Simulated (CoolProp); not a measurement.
Normal hydrogen along the isotherm 36 K: fugacity coefficient from the reference equation and from simpler models built on Tc = 33.1 K, pc = 1.296 MPa, ω = -0.219; each cubic takes its own stable root.

The numbers come from the reference Helmholtz-energy equation of state, Leachman 2009 in CoolProp.

```tsv
p (MPa)	phase	reference	van der Waals	Redlich-Kwong	Soave-Redlich-Kwong
0.041	gas	0.9918	0.9923	0.9915	0.9912
0.0777	gas	0.9844	0.9855	0.9840	0.9834
0.147	gas	0.9706	0.9726	0.9698	?
0.279	gas	0.9445	0.9481	0.9431	0.9408
0.529	gas	0.8954	?	?	0.8890
1	gas	0.8042	0.8151	0.8021	0.7937
1.9	supercritical	0.6248	?	?	0.6124
3.61	supercritical	0.4205	0.4542	0.4393	0.4170
6.84	supercritical	0.3215	0.3796	0.3394	0.3192
13	supercritical	0.3146	0.4329	0.3294	?
```

What belongs in the gaps?


- 0.147, Soave-Redlich-Kwong: 0.9686
- 0.529, van der Waals: 0.9019
- 0.529, Redlich-Kwong: 0.8933
- 1.9, van der Waals: 0.6396
- 1.9, Redlich-Kwong: 0.6330
- 13, Soave-Redlich-Kwong: 0.3075
